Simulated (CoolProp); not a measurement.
Properties of R1336mzz(Z) along the isobar 0.101 MPa (Tc = 171.3 °C, pc = 2.904 MPa, ω = 0.386).

The numbers come from the reference Helmholtz-energy equation of state, McLinden 2020 in CoolProp.

```tsv
T (°C)	phase	density (kg/m³)	cp (kJ/(kg K))	isothermal compressibility (1/MPa)	expansivity (1/kK)	fugacity coefficient
-55.25	liquid	1558	1.050	0.001012	…	0.007143
-37.55	liquid	1517	1.089	0.001212	1.527	0.02765
-19.85	liquid	1476	1.128	0.001466	1.608	…
-2.15	liquid	1433	1.165	0.001793	1.708	…
15.55	liquid	1389	1.201	0.002227	1.834	0.4815
51.05	gas	6.412	0.9187	10.35	3.622	0.9603
68.75	gas	6.031	0.9437	10.26	3.322	0.9676
86.45	gas	5.699	0.9676	10.19	3.082	0.9732
104.15	gas	5.406	0.9906	10.14	2.885	0.9775
121.85	gas	5.145	1.012	10.10	2.717	0.9810
139.55	gas	4.910	1.033	10.07	2.573	0.9838
157.25	gas	4.696	1.053	10.04	2.446	0.9861
174.95	gas	4.502	1.072	10.02	2.334	0.9880
192.75	gas	4.323	1.090	10.01	2.232	0.9896
```

**Question.** Some entries are withheld; supply them.

**Answer.** 
- -55.25, expansivity (1/kK): 1.461
- -19.85, fugacity coefficient: 0.08496
- -2.15, fugacity coefficient: 0.2176
